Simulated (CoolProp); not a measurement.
Vapour-liquid equilibrium of CH2F2 (R32) (1) + R134a (2) at 256 kPa; x and y are mole fractions of (1).

Model: multi-fluid Helmholtz-energy mixture model, Tillner-Roth 1997 and Tillner-Roth 1994; pair parameters Lemmon 2004, in CoolProp.

```csv
x,bubble temperature (K),y at the bubble point,dew temperature at overall composition x (K),liquid density (mol/L)
0.05,267.1,0.124,268.6,13.13
0.15,262.9,0.325,266.6,13.79
0.25,259.2,0.479,264.6,14.49
0.35,256.0,0.599,262.3,15.24
0.45,253.2,0.695,260.0,16.05
0.55,250.6,0.774,257.4,16.93
0.65,248.3,0.839,254.6,17.89
0.75,246.2,0.894,251.4,18.96
0.85,244.2,0.941,247.9,20.14
0.95,242.4,0.982,243.9,21.48
```

No azeotrope shows between x = 0.05 and 0.95.

The pair parameters rest on a limited set of measurements; away from them the model extrapolates.
